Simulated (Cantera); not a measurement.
A closed system holds: 1 mol HF, 0.039 mol H2O, 2.1 mol H2, at 825 K and 0.100 bar.

Cantera equilibrium calculation (NASA polynomials, part measured and part estimated; ideal gas, pure solids and liquids). Candidate condensed phases: H2O; 22 gas species. Equilibrium is a limit: real reactors are often held back by kinetics, nucleation or transport.

Base state: H2 0.669, HF 0.319, H2O 0.0124 (mole fractions); condensed: gas only.

What changes in the equilibrium state with this change: HF replaced by S?


| species | before | after |
|---|---|---|
| H2 | 0.669 | 0.514 |
| H2S | 0 | 0.467 |
| H2O | 0.0124 | 0.0182 |
| HF | 0.319 | 0 |
Further candidate phases: H2SO4, S.
